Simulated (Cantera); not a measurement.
Input: 1 mol SiH4, 1.4 mol NH3, 0.6 mol H2, equilibrated at 65.0 mbar.

Equilibrium computed with Cantera from the NASA thermochemical tables; the gas is ideal and each condensed phase is pure. Candidate condensed phases: Si, Si3N4; 18 gas species. Mutual solubility and eutectic melting of coexisting phases are not modelled. Gases not in the tables: Si2H6 and higher silanes. The numbers say what is thermodynamically allowed, not how fast it happens.

x: gas mole fraction; n: condensed amount in mol.

| T (°C) | x H2 | x N2 | x H | x Si | x SiH2 | n Si3N4(s) | n Si(s) | n Si(l) |
|---|---|---|---|---|---|---|---|---|
| 900 | 0.993 | 0.00704 | 4.61e-7 | <1e-12 | ___ | 0.333 | 0 | 0 |
| 1000 | 0.993 | 0.00704 | 2.79e-6 | 1.81e-12 | ___ | 0.333 | 0 | 0 |
| 1100 | 0.993 | 0.00704 | 1.30e-5 | 2.12e-10 | ___ | 0.333 | 0 | 0 |
| 1200 | 0.993 | 0.00704 | 4.94e-5 | 1.29e-8 | ___ | 0.333 | 0 | 0 |
| 1300 | 0.993 | 0.00704 | 0.000159 | 4.64e-7 | ___ | 0.333 | 0 | 0 |
| 1400 | 0.984 | 0.0153 | 0.000443 | 6.43e-6 | ___ | 0.313 | 0.0596 | 0 |
| 1500 | 0.912 | 0.0866 | 0.00107 | 3.28e-5 | ___ | 0.127 | 0 | 0.618 |

Q: Complete the blanks.

A: 
- 900, x SiH2: 6.00e-12
- 1000, x SiH2: 3.08e-10
- 1100, x SiH2: 8.85e-9
- 1200, x SiH2: 1.60e-7
- 1300, x SiH2: 2.00e-6
- 1400, x SiH2: 1.08e-5
- 1500, x SiH2: 2.25e-5
